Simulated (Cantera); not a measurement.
An adiabatic, constant-pressure homogeneous reactor starts with 3.09 % CH4, 0.588 % H2, 20.3 % O2, 76.1 % N2, at 1800 K and 1.01 bar.

Cantera simulation using GRI-Mech 3.0 (53 species, 325 reactions); the numbers are that mechanism's predictions, not measurements.

x: mole fraction; the columns are a selection and need not sum to one.

```csv
t (s),T (K),x CH4,x H2,x O2,x H,x CO,x CH2O,x OH
6.00e-6,1800,0.0309,0.00587,0.203,8.29e-7,3.66e-8,1.62e-6,2.20e-6
1.91e-5,1800,0.0307,0.00586,0.202,2.30e-6,1.83e-6,2.72e-5,7.20e-6
6.07e-5,1824,0.0248,___,0.197,0.000142,0.00160,0.00128,0.000300
0.000193,2276,<1e-12,___,0.132,0.00305,0.00567,2.64e-12,0.0124
0.000614,2396,<1e-12,___,0.134,0.000668,0.00242,<1e-12,0.00874
0.00195,2414,<1e-12,0.000663,0.135,0.000439,0.00182,<1e-12,0.00777
0.00621,2411,<1e-12,0.000654,0.134,0.000430,0.00180,<1e-12,0.00768
0.0198,2403,<1e-12,0.000635,0.132,0.000408,0.00174,<1e-12,0.00746
0.0629,2393,<1e-12,0.000610,0.129,0.000381,0.00166,<1e-12,0.00718
0.200,2391,<1e-12,0.000604,0.128,0.000374,0.00164,<1e-12,0.00711
```

Problem. Some entries are withheld; supply them.

Solution. 
- 6.07e-5, x H2: 0.00647
- 0.000193, x H2: 0.00218
- 0.000614, x H2: 0.000865
